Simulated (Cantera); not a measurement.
## Dilute partial oxidation

An isothermal, constant-pressure homogeneous reactor starts with CH4 : O2 : N2 = 0.0079 : 0.011 : 1 (molar parts), equivalence ratio 1.4, at 1275 K and 9750 Torr.

Detailed kinetics in Cantera: GRI-Mech 3.0 (53 species, 325 reactions). The pressure lies above the range GRI-Mech 3.0 was tuned for (to about 10 atm).

```csv
t (s),x CH4,x O2,x C2H4,x OH,x NO
3.00e-5,0.00775,0.0108,<1e-12,1.77e-11,<1e-12
0.000125,0.00775,0.0108,1.99e-12,6.14e-11,<1e-12
0.000522,0.00775,0.0108,3.14e-10,2.70e-10,<1e-12
0.00218,0.00775,0.0108,2.22e-8,6.90e-10,<1e-12
0.00909,0.00772,0.0108,3.49e-7,1.29e-9,<1e-12
0.0379,0.00733,0.0105,2.30e-5,8.68e-9,<1e-12
0.158,0.000381,0.000113,2.37e-5,8.49e-9,3.59e-9
0.660,0.000368,1.23e-5,1.02e-5,1.20e-9,2.08e-9
2.75,0.000367,8.61e-7,8.03e-6,5.06e-10,9.07e-10
11.5,0.000366,1.79e-10,8.99e-6,4.34e-10,5.76e-11
47.9,0.000365,<1e-12,1.05e-5,3.82e-10,<1e-12
200,0.000373,<1e-12,8.75e-6,3.59e-10,<1e-12
```
x: mole fraction; the columns are a selection and need not sum to one.

Equilibrium at this temperature and pressure: CH4 1.21e-9, O2 <1e-12, C2H4 <1e-12, OH 3.14e-10, NO 2.21e-11 (gas phase only).
